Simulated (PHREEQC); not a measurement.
# Buffer with alkaline etch or developer: speciation

Solution A (22 mmol/kgw NaHCO3 and 0.47 mmol/kgw NH3) is mixed with solution B (0.023 mol/kgw LiOH and 0.00018 mol/kgw H3BO3) at 20 °C; shares are by mass of water, 1 kg in all. O2 is buffered at 0.21 atm. No CO2 enters from the air. No solid was allowed to form.

Computed with PHREEQC (ion-association model, phreeqc.dat).

Task: Predict pH, H2BO3- (mol/kgw), HCO3- (mol/kgw), CO3-2 (mol/kgw) at share of solution B = 0.05, 0.35, 0.8, 0.85.

Result: 
```tsv
share of solution B	pH	H2BO3- (mol/kgw)	HCO3- (mol/kgw)	CO3-2 (mol/kgw)
0.05	9.02	3.51e-6	0.0192	0.00129
0.35	10.23	5.75e-5	0.00636	0.00714
0.8	12.24	0.000144	3.72e-5	0.00422
0.85	12.30	0.000153	2.43e-5	0.00319
```
